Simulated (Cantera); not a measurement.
A closed system holds: 1 mol SiF4, 68 mol N2, held at 1848.15 K and 5.00 mbar.

Method: chemical equilibrium by Gibbs-energy minimisation in Cantera with the NASA 1993 tables (ideal gas, pure condensed phases). Candidate condensed phases: Si, Si3N4; 16 gas species. The tables' values for SiF3 are old estimates; treat these amounts as uncertain. The numbers say what is thermodynamically allowed, not how fast it happens.

Base state: N2 0.985, SiF4 0.0144, F 6.67e-5, SiF3 6.65e-5 (mole fractions); condensed: gas only.

Problem. What changes in the equilibrium state with this change: SiF4 replaced by SiH4?

Solution. 
| species | before | after |
|---|---|---|
| N2 | 0.985 | 0.969 |
| H2 | 0 | 0.0279 |
| Si | <1e-9 | 0.00126 |
| SiF4 | 0.0144 | 0 |
| H | 0 | 0.00125 |
| F | 6.67e-5 | 0 |
| SiF3 | 6.65e-5 | 0 |
| Si2N | <1e-9 | 5.15e-5 |
| Si(l), mol | 0 | 0.899 |
The tables' values for SiN are old estimates; treat these amounts as uncertain.
